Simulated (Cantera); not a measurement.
An adiabatic, constant-pressure homogeneous reactor starts with H2 : O2 : N2 = 1 : 1.06 : 4 (molar parts), equivalence ratio 0.47, at 1200 K and 10.0 bar. Integrator tolerance rtol = 1e-08.

Detailed kinetics in Cantera: the H2/O2 subset of GRI-Mech 3.0, which has no nitrogen chemistry. The hydrogen kinetics of GRI-Mech 3.0 are dated; newer H2 mechanisms differ, most at raised pressure.

Task: What does this change do: initial temperature 1200 to 1698 K?

Result: 
```json
[
 {"quantity": "time of steepest temperature rise", "before": "71.0 µs", "after": "0.862 µs"},
 {"quantity": "temperature at 0.200 s", "before": "2344 K", "after": "2721 K"},
 {"quantity": "equilibrium temperature", "before": "2344 K", "after": "2721 K"},
 {"quantity": "x(H2) at 0.200 s", "before": "0.000473 (gas-phase equilibrium 0.000473)", "after": "0.00274 (gas-phase equilibrium 0.00274)"},
 {"quantity": "x(O2) at 0.200 s", "before": "0.0991 (gas-phase equilibrium 0.0991)", "after": "0.0955 (gas-phase equilibrium 0.0955)"},
 {"quantity": "x(O) at 0.200 s", "before": "0.000638 (gas-phase equilibrium 0.000638)", "after": "0.00388 (gas-phase equilibrium 0.00388)"},
 {"quantity": "x(H2O) at 0.200 s", "before": "0.176 (gas-phase equilibrium 0.176)", "after": "0.167 (gas-phase equilibrium 0.167)"},
 {"quantity": "x(HO2) at 0.200 s", "before": "1.25e-5 (gas-phase equilibrium 1.25e-5)", "after": "3.08e-5 (gas-phase equilibrium 3.08e-5)"},
 {"quantity": "x(H2O2) at 0.200 s", "before": "8.65e-7 (gas-phase equilibrium 8.65e-7)", "after": "1.78e-6 (gas-phase equilibrium 1.78e-6)"}
]
```
